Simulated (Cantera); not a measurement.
An adiabatic, constant-volume homogeneous reactor starts with CH4 : O2 : N2 : H2O = 1 : 2.82 : 10.6 : 0.54 (molar parts), equivalence ratio 0.71, at 1400 K and 0.480 bar.

Model: GRI-Mech 3.0 (53 species, 325 reactions), integrated in Cantera.

Question: Predict: time of steepest temperature rise; temperature at 2.00 s; equilibrium temperature; x(O2) at 2.00 s; x(H2O) at 2.00 s; x(H) at 2.00 s.

Answer: 
```
Quantity                                                             Value
---------------------------------  ---------------------------------------
time of steepest temperature rise                                  5.37 ms
temperature at 2.00 s                                               2645 K
equilibrium temperature                                             2645 K
x(O2) at 2.00 s                      0.0519 (gas-phase equilibrium 0.0519)
x(H2O) at 2.00 s                       0.146 (gas-phase equilibrium 0.146)
x(H) at 2.00 s                     0.00422 (gas-phase equilibrium 0.00422)
```
